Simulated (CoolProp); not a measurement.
Vapour-liquid equilibrium of R143a (1) + R1234yf (2) at 1.17 MPa; x and y are mole fractions of (1).

Values from CoolProp's multi-fluid Helmholtz-energy mixture model, Lemmon and Jacobsen 2000 and Lemmon 2022; pair parameters Bell 2016.

| x | bubble temperature (°C) | y at the bubble point | dew temperature at overall composition x (°C) | liquid density (mol/L) |
|---|---|---|---|---|
| 0.05 | 43.9 | 0.076 | 44.5 | 8.966 |
| 0.15 | 40.9 | 0.216 | 42.3 | 9.186 |
| 0.25 | 38.1 | 0.341 | 40.1 | 9.408 |
| 0.35 | 35.5 | 0.454 | 37.9 | 9.631 |
| 0.45 | 33.1 | 0.557 | 35.6 | 9.858 |
| 0.55 | 30.8 | 0.651 | 33.3 | 10.09 |
| 0.65 | 28.7 | 0.738 | 30.9 | 10.33 |
| 0.75 | 26.7 | 0.819 | 28.4 | 10.57 |
| 0.85 | 24.8 | 0.895 | 25.9 | 10.82 |
| 0.95 | 23.0 | 0.966 | 23.4 | 11.08 |

No azeotrope shows between x = 0.05 and 0.95.

The pair parameters rest on a limited set of measurements; away from them the model extrapolates.
